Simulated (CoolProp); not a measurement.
Aqueous potassium carbonate as a coolant, at 8 °C, 1 atm.

The numbers come from the Melinder's fits for secondary coolants in CoolProp.

| mass % | freezing point (°C) | density (kg/m³) | cp (kJ/(kg K)) | Prandtl number | viscosity (mPa s) |
|---|---|---|---|---|---|
| 1.1 | -0.3 | 1011 | 4.118 | (withheld) | 1.41 |
| 5.8 | -1.9 | 1055 | 3.853 | 10.4 | 1.55 |
| 10.5 | -3.8 | 1100 | 3.654 | (withheld) | 1.72 |
| 15.2 | -6.0 | 1146 | 3.473 | 12.0 | 1.95 |
| 20 | -8.8 | 1195 | (withheld) | 13.3 | 2.25 |
| 24.7 | -12.5 | 1246 | (withheld) | 15.0 | 2.68 |
| 29.4 | -17.8 | 1298 | 2.957 | 17.7 | (withheld) |
| 34.1 | -25.0 | 1351 | 2.824 | 21.9 | 4.22 |

Problem. Complete the blanks.

Solution. 
- 1.1, Prandtl number: 10.1
- 10.5, Prandtl number: 11.1
- 20, cp (kJ/(kg K)): 3.290
- 24.7, cp (kJ/(kg K)): 3.116
- 29.4, viscosity (mPa s): 3.30
